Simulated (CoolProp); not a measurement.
Vapour-liquid equilibrium of carbon dioxide (1) + hydrogen sulfide (2) at 0.804 MPa; x and y are mole fractions of (1).

Model: multi-fluid Helmholtz-energy mixture model, Span 1996 and Lemmon 2006; pair parameters Kunz 2012, in CoolProp.

| x | bubble temperature, mixture model (K) | bubble temperature, Raoult's law (K) | y, mixture model | y, Raoult's law |
|---|---|---|---|---|
| 0.05 | 256.6 | 261.2 | 0.255 | 0.156 |
| 0.125 | 247.9 | 256.3 | 0.475 | 0.337 |
| 0.2 | 242.3 | 252.1 | 0.596 | 0.475 |
| 0.275 | 238.5 | 248.5 | 0.670 | 0.582 |
| 0.35 | 235.9 | 245.3 | 0.718 | 0.667 |
| 0.425 | 234.0 | 242.4 | 0.754 | 0.735 |
| 0.5 | 232.6 | 239.8 | 0.782 | 0.792 |
| 0.575 | 231.5 | 237.4 | 0.806 | 0.839 |
| 0.65 | 230.5 | 235.3 | 0.830 | 0.878 |
| 0.725 | 229.6 | 233.3 | 0.854 | 0.912 |
| 0.8 | 228.9 | 231.5 | 0.883 | 0.940 |
| 0.875 | 228.2 | 229.8 | 0.918 | 0.965 |
| 0.95 | 227.6 | 228.3 | 0.962 | 0.987 |

The largest gap from Raoult's law is -10.0 K in bubble temperature, at x = 0.275. No azeotrope shows between x = 0.05 and 0.95.

Pair parameters are fitted to limited data, so mixtures are less certain than the pure fluids.
